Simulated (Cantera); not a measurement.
A perfectly stirred reactor is fed with CH4 : CO : O2 : N2 = 1 : 0.72 : 2.91 : 11 (molar parts), equivalence ratio 0.81, at 5.20 bar; it is adiabatic with a 748 K inlet, and is followed from long to short residence time, starting on the burning branch (τ in s: 0.22, 0.086, 0.035, 0.014, 0.0056, 0.0022, 0.0009, 0.00036, 0.00014, 5.8e-05, 2.3e-05, 9.3e-06).

Cantera simulation using GRI-Mech 3.0 (53 species, 325 reactions); the numbers are that mechanism's predictions, not measurements.

Q: What does this change do: pressure from 5.20 bar to 10.0 bar?

A: 
| quantity | before | after |
|---|---|---|
| blow-out, bracketed by the residence times tried | burning at 23.0 µs, out at 9.30 µs | burning at 9.30 µs, the shortest tried |
| x(CH4) at τ = 0.220 s | 1.77e-7 | 1.10e-7 |
| x(CO) at τ = 0.220 s | 0.00440 | 0.00343 |
| x(O2) at τ = 0.220 s | 0.0341 | 0.0336 |
| x(N2O) at τ = 0.220 s | 8.28e-7 | 1.16e-6 |
| x(CH2O) at τ = 0.220 s | 3.28e-8 | 2.02e-8 |
| x(CH4) at τ = 0.900 ms | 2.88e-5 | 2.08e-5 |
| x(CO) at τ = 0.900 ms | 0.00890 | 0.00582 |
| x(O2) at τ = 0.900 ms | 0.0390 | 0.0376 |
| x(N2O) at τ = 0.900 ms | 1.03e-6 | 1.39e-6 |
| x(CH2O) at τ = 0.900 ms | 5.52e-6 | 3.98e-6 |
